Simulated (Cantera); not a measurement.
What does this Cantera script print?

```python
import numpy as np
import cantera as ct

gas_names = """
    H HO2 H2 H2O H2O2 H2S H2SO4 O OH O2 O3 S SH SO SO2 SO3 S2 S2O S8
""".split()
cond_names = """
    H2O(s) H2O(L) H2SO4(L) S(cr1) S(cr2) S(L)
""".split()


# ... load() reads the species with a 1 bar reference pressure and builds the phases ...
atoms = {
    'H2S': {'H': 2, 'S': 1},
    'H2': {'H': 2},
    'O2': {'O': 2},
}
top_T = {}  # K; cautious upper limits of use, not melting points


# ... equilibrate(T, P, feed) seeds the gas with the atoms and calls Mixture.equilibrate('TP', solver="vcs", rtol=1e-11, max_steps=5000) ...
results = []
feed = {'H2S': 1, 'H2': 0.065, 'O2': 3.5}  # mol
T = 1800  # K
P = 220000  # Pa
mix = equilibrate(T, P, feed)
results.append((T, P, feed, dict(zip(mix.species_names, mix.species_moles))))
print(gas.report(threshold=1e-06))
for i in range(1, mix.n_phases):
    print(f"{mix.phase(i).name:16s} {mix.phase_moles(i):12.5e} mol")
```

Output:

```
       temperature   1800 K
          pressure   2.2e+05 Pa
           density   0.53349 kg/m^3
  mean mol. weight   36.292 kg/kmol
   phase of matter   gas

                          1 kg             1 kmol
                     ---------------   ---------------
          enthalpy       -2.0958e+06       -7.6063e+07  J
   internal energy       -2.5082e+06       -9.1029e+07  J
           entropy            7831.4        2.8422e+05  J/K
    Gibbs function       -1.6192e+07       -5.8765e+08  J
 heat capacity c_p            1263.8             45866  J/K
 heat capacity c_v            1034.7             37551  J/K

                      mass frac. Y      mole frac. X     chem. pot. / RT
                     ---------------   ---------------   ---------------
               HO2        3.9255e-06        4.3163e-06           -43.105
                H2        7.6271e-07         1.373e-05           -29.557
               H2O           0.13094           0.26379            -43.72
                 O        2.5232e-05        5.7237e-05           -14.163
                OH        0.00053179         0.0011348           -28.942
                O2           0.42917           0.48676           -28.326
                SO        6.2245e-06        4.7005e-06           -41.722
               SO2           0.43343           0.24556           -55.885
               SO3         0.0058937         0.0026718           -70.048
     [  +10 minor]        4.6996e-07        1.2292e-06

S(L)              0.00000e+00 mol
```

Method: chemical equilibrium by Gibbs-energy minimisation in Cantera with the NASA 1993 tables (ideal gas, pure condensed phases).
